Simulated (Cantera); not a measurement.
## Equilibrium for halide evaporation, hydrolysis and transport: CsCl + H2O + N2 + HCl

A closed system holds: 1 mol CsCl, 0.089 mol H2O, 2.3 mol N2, 0.21 mol HCl, at 1698 K and 1.90e-5 bar.

Cantera equilibrium calculation (NASA polynomials, part measured and part estimated; ideal gas, pure solids and liquids). Candidate condensed phases: Cs, CsCl, CsOH, H2O, NH4Cl; 37 gas species. Kinetics and transport are ignored.

| Property | Value |
|---|---|
| x(N2) | 0.633 |
| x(CsCl) | 0.273 |
| x(HCl) | 0.0448 |
| x(H2O) | 0.0231 |
| x(Cl) | 0.0146 |
| x(H2) | 0.00625 |
| x(H) | 0.00262 |
| x(Cs) | 0.00162 |
| x(OH) | 0.000499 |
| gas amount | 3.636 mol |
| log10 activity of CsCl(l) (absent) | -5.47 |
| log10 activity of Cs(l) (absent) | -9.08 |
| log10 activity of CsOH(l) (absent) | -10.59 |
